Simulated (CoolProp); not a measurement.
Vapour-liquid equilibrium of isobutene (1) + n-butane (2) at 1180 kPa; x and y are mole fractions of (1).

The numbers come from the multi-fluid Helmholtz-energy mixture model, Lemmon 2005 and Bücker 2006; pair parameters Bell 2016 in CoolProp.

```
x      bubble temperature (K)  y at the bubble point  dew temperature at overall composition x (K)  liquid density (mol/L)
-----  ----------------------  ---------------------  --------------------------------------------  ----------------------
0.05                    359.8                  0.058                                         359.9                   8.448
0.125                   358.9                  0.144                                         359.1                   8.499
0.2                     358.1                  0.226                                         358.4                   8.551
0.275                   357.4                  0.306                                         357.7                   8.603
0.35                    356.6                  0.384                                         357.0                   8.656
0.425                   355.9                  0.459                                         356.3                   8.709
0.5                     355.3                  0.534                                         355.6                   8.762
0.575                   354.7                  0.607                                         354.9                   8.816
0.65                    354.0                  0.679                                         354.3                   8.870
0.725                   353.4                  0.749                                         353.6                   8.925
0.8                     352.9                  0.819                                         353.0                   8.980
0.875                   352.3                  0.888                                         352.4                   9.036
0.95                    351.8                  0.955                                         351.8                   9.093
```

No azeotrope shows between x = 0.05 and 0.95.

The pair parameters rest on a limited set of measurements; away from them the model extrapolates.
